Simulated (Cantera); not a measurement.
A diamond (100) surface in a fixed gas of H2 with x(CH4) = 0.0045, x(CH3) = 0.00089, at 1275 K, 51.0 Torr; coverages are run to steady state.

Model: the Harris–Goodwin 1993 mechanism for the reconstructed diamond (100) surface, integrated in Cantera.

θ: site fractions in the mechanism's names (c6HH fully hydrogenated, c6H* and c6*H radical sites, c6** diradical, c6HM methylated).

```csv
x(H),growth (µm/h),θ c6HH,θ c6H*,θ c6*H,θ c6**,θ c6HM
0.0001,0.458,0.644,0.0282,0.314,0.00357,(withheld)
0.00023,1.46,0.534,0.0364,0.406,0.00864,(withheld)
0.00055,3.54,0.460,0.0418,0.466,0.0171,(withheld)
0.0013,6.72,0.421,0.0444,0.495,0.0267,0.00394
0.003,11.2,0.402,0.0455,0.507,0.0342,0.00420
0.007,18.4,0.393,0.0461,0.513,0.0389,0.00405
0.016,29.5,0.390,0.0465,0.515,0.0413,(withheld)
0.039,45.6,0.389,0.0470,0.517,0.0426,(withheld)
0.09,60.3,0.389,0.0478,0.517,0.0434,(withheld)
```

Task: Complete the blanks.

Result: 
- 0.0001, θ c6HM: 0.00189
- 0.00023, θ c6HM: 0.00264
- 0.00055, θ c6HM: 0.00337
- 0.016, θ c6HM: 0.00345
- 0.039, θ c6HM: 0.00243
- 0.09, θ c6HM: 0.00146
